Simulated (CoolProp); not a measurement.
2000 sccm (0 °C, 1 atm) of nitrogen bubbles through liquid dimethyl carbonate at 332.4 K and leaves saturated at a total pressure of 0.15 MPa (ideal gas phase). Each further row changes one setting.

Values from CoolProp's reference Helmholtz-energy equation of state, Zhou 2011.

```tsv
case	vapour pressure (kPa)	mole fraction of vapour	delivery (mg/min)	delivery (sccm)	change of delivery for a bath 1 K warmer (%)
as stated	33.9	0.226	2350	585	5.2
bath temperature 337.4 K	41.2	0.275	3040	757	5.4
total pressure 0.3 MPa	33.9	0.113	1030	255	4.5
```
